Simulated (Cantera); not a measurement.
A closed system holds: 1 mol CH₃OH, 3.7 mol H₂, 0.38 mol H₂O, equilibrated at 1.33 mbar.

Method: chemical equilibrium by Gibbs-energy minimisation in Cantera with the NASA 1993 tables (ideal gas, pure condensed phases). Candidate condensed phases: C, C₆H₆, C₇H₈, C₈H₁₈, H₂O; 131 gas species. Ions and electrons are included (thermal ionisation). The numbers say what is thermodynamically allowed, not how fast it happens. All values below are at 4250 K.

Base state: H 0.896, CO 0.0720, O 0.0298, C 0.00175, H₂ 0.000186, OH 1.11e-5 (mole fractions); condensed: gas only.

### Question
What changes in the equilibrium state with this change: H₂O from 0.38 to 0.67 mol?

### Answer
```
species   before    after
-------  -------  -------
H          0.896    0.883
CO        0.0720   0.0683
O         0.0298   0.0475
C        0.00175  0.00104
OH       1.11e-5  1.75e-5
```

### Question
What changes in the equilibrium state with this change: H₂O from 0.38 to 0.19 mol?

### Answer
```tsv
species	before	after
H	0.896	0.905
CO	0.0720	0.0739
O	0.0298	0.0176
C	0.00175	0.00302
OH	1.11e-5	6.66e-6
H₂	0.000186	0.000189
```
